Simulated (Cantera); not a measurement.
Charge: 1 mol (CH3)2SiCl2, 0.34 mol C3H8, 2.1 mol H2, held at 2275 K and 480 Pa.

Equilibrium computed with Cantera from the NASA thermochemical tables; the gas is ideal and each condensed phase is pure. Candidate condensed phases: C, C6H6, C7H8, C8H18, Si, SiC; 109 gas species. The feed counts by its element totals alone. The tables' values for SiCl, SiCl3 are old estimates; treat these amounts as uncertain. Gases not in the tables: Si2H6 and higher silanes. Equilibrium is a limit: real reactors are often held back by kinetics, nucleation or transport.

Base state: H2 0.643, HCl 0.193, H 0.0982, Cl 0.0213, Si 0.0208, SiCl2 0.0139, SiCl 0.00320, SiC2 0.00263 (mole fractions); condensed: C(graphite) + SiC(s).

Question: What changes in the equilibrium state with this change: pressure from 480 Pa to 1500 Pa?

Answer: 
```tsv
species	before	after
H2	0.643	0.691
HCl	0.193	0.211
H	0.0982	0.0576
Si	0.0208	0.00665
Cl	0.0213	0.0127
SiCl2	0.0139	0.0154
Si2C	0.00156	0.000499
Si2	5.13e-5	1.64e-5
SiC2	0.00263	0.000841
SiCl3	2.28e-5	4.72e-5
C(graphite), mol	2.28	2.17
SiC(s), mol	0.639	0.795
```

Question: What changes in the equilibrium state with this change: pressure from 480 Pa to 5500 Pa?

Answer: 
```tsv
species	before	after
H2	0.643	0.718
HCl	0.193	0.221
H	0.0982	0.0307
Si	0.0208	0.00181
Cl	0.0213	0.00683
SiCl2	0.0139	0.0164
SiC2	0.00263	0.000229
Si2	5.13e-5	4.48e-6
Si2C	0.00156	0.000136
C(graphite), mol	2.28	2.13
SiC(s), mol	0.639	0.847
```
